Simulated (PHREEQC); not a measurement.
Dissolve 0.0021 mol/kgw HF, 9.7e-05 mol/kgw CsF and 0.00022 mol/kgw H4SiO4 at 25 °C. Closed to the air; pH follows from the charge balance.

Equilibrium calculation in PHREEQC: ion-association model, wateq4f.dat.

No solid was allowed to form.

Order these F species by the share of F that they hold, largest first: F-, HF2-, HF, H2F2, SiF6-2.

HF (47 %), F- (39 %), SiF6-2 (13 %), HF2- (0.31 %), H2F2 (0.26 %)

The pH is 3.08 and the ionic strength 0.00101 mol/kgw. The solution is supersaturated, for example in Quartz (slow to form), so a real one may precipitate; this is no full list. SiF6-2 is the database's only silicon fluoride.
